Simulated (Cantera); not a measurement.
An isothermal, constant-pressure homogeneous reactor starts with 3.85 % H₂, 96.2 % O₂, equivalence ratio 0.020, at 975 K and 0.0263 atm.

Computed with Cantera and the H2/O2 subset of GRI-Mech 3.0, which has no nitrogen chemistry. Radical loss at walls, strong at low pressure, is not modelled. The temperature is held fixed by assumption; the heat of reaction is taken as removed at once.

One state of this run: x H₂ = 0.00338; x O₂ = 0.947; x H₂O = 0.0314; x O = 0.00991; x OH = 0.00186. x: mole fraction; the columns are a selection and need not sum to one.

Which value of t (s) does it belong to?
A. 20.0
B. 2.00
C. 0.00632
D. 63.2

C, 0.00632
